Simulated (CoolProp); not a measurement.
Saturation properties of propyne (Tc = 402.7 K, pc = 56.58 bar, ω = 0.204).

Model: reference Helmholtz-energy equation of state, Polt 1992, in CoolProp. This equation is an older, rougher fit; its heat capacities, sound speeds and derivatives of the liquid may be far off and weren't checked against measurements.

```csv
T (K),p (bar),vapour density (kg/m³),enthalpy of vaporisation (kJ/kg)
297.8,5.766,10.48,466.1
300.8,6.283,11.39,462.1
303.7,6.817,12.33,458.0
306.7,7.405,13.37,453.7
309.7,8.031,14.48,449.1
312.6,8.674,15.63,444.6
315.6,9.380,16.90,439.6
318.6,10.13,18.25,434.5
321.5,10.90,19.65,429.3
324.5,11.73,21.20,423.8
327.4,12.59,22.79,418.2
330.4,13.53,24.55,412.1
333.4,14.51,26.43,405.8
```
